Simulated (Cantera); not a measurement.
What does this Cantera script print?

```python
import numpy as np
import cantera as ct

gas_names = """
    H HNO HNO2 HNO3 HO2 H2 H2O H2O2 N NH NH2 NH3 NH2OH NO NO2 NO3 N2 N2H2 N2H4 N2O O OH O2 O3 Si SiH
    SiH2 SiH3 SiH4 SiN SiO SiO2 Si2 Si2N Si3
""".split()
cond_names = """
    H2O(s) H2O(L) Si(cr) Si(L) SiO2(Lqz) SiO2(hqz) SiO2(L) Si2N2O(s) Si3N4(a)
""".split()


# ... load() reads the species with a 1 bar reference pressure and builds the phases ...
atoms = {
    'Si': {'Si': 1},
    'N2O': {'N': 2, 'O': 1},
    'H2': {'H': 2},
}
top_T = {'Si2N2O(s)': 2100, 'Si3N4(a)': 2400}  # K; cautious upper limits of use, not melting points


# ... equilibrate(T, P, feed) seeds the gas with the atoms and calls Mixture.equilibrate('TP', solver="vcs", rtol=1e-11, max_steps=5000) ...
results = []
feed = {'Si': 1, 'N2O': 0.021, 'H2': 720}  # mol
P = 21  # Pa
for T in [1575, 1675, 1775, 1875, 1975, 2075, 2175]:
    mix = equilibrate(T, P, feed)
    results.append((T, P, feed, dict(zip(mix.species_names, mix.species_moles))))

top = {s: max(r[3][s] / sum(r[3][g] for g in gas_names) for r in results) for s in gas_names}
cols = sorted((s for s in top if top[s] > 0.0001), key=lambda s: -top[s])[:5]
seen = [c for c in cond_names if any(r[3].get(c, 0) > 1e-12 for r in results)]
print("log10 of partial pressures in bar; condensed amounts in mol")
print(f"{'T/K':>10s}" + "".join(f"{s[:9]:>10s}" for s in cols + seen))
for T, P, feed, n in results:
    ng = sum(n[g] for g in gas_names)
    print(f"{T:10.4g}" + "".join(f"{np.log10(max(n[s] / ng * P / 1e5, 1e-99)):10.3f}" for s in cols)
          + "".join(f"{n.get(c, 0):10.4g}" for c in seen))
```

Result:

```
log10 of partial pressures in bar; condensed amounts in mol
       T/K        H2         H        Si    Si(cr)
      1575    -3.679    -6.221    -7.241    0.7711
      1675    -3.682    -5.776    -6.562         0
      1775    -3.687    -5.382    -6.558         0
      1875    -3.698    -5.032    -6.561         0
      1975    -3.719    -4.724    -6.570         0
      2075    -3.758    -4.454    -6.586         0
      2175    -3.824    -4.223    -6.614         0
```

Cantera equilibrium calculation (NASA polynomials, part measured and part estimated; ideal gas, pure solids and liquids).
